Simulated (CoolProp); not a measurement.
A single-stage vapour-compression cycle with propane: evaporating at 283.15 K (dew point), condensing at 317.15 K (bubble point), superheat 0 K, subcooling 0 K, compressor efficiency 0.8, no pressure losses. Each further row changes one setting.

Values from CoolProp's reference Helmholtz-energy equation of state, Lemmon 2009.

| case | cooling COP | pressure ratio | discharge temperature (K) | refrigerating effect (kJ/kg) | volumetric capacity (kJ/m³) |
|---|---|---|---|---|---|
| as stated | 5.35 | 2.36 | 325.1 | 267 | 3680 |
| evaporating temperature 288.15 K | 6.53 | 2.05 | 323.7 | 272 | 4300 |
| condensing temperature 312.15 K | 6.51 | 2.10 | 319.2 | 281 | 3880 |
| subcooling 5 K | 5.64 | 2.36 | 325.1 | 281 | 3880 |
| superheat 10 K | 5.40 | 2.36 | 334.6 | 285 | 3730 |
| compressor efficiency 0.7 | 4.68 | 2.36 | 328.2 | 267 | 3680 |
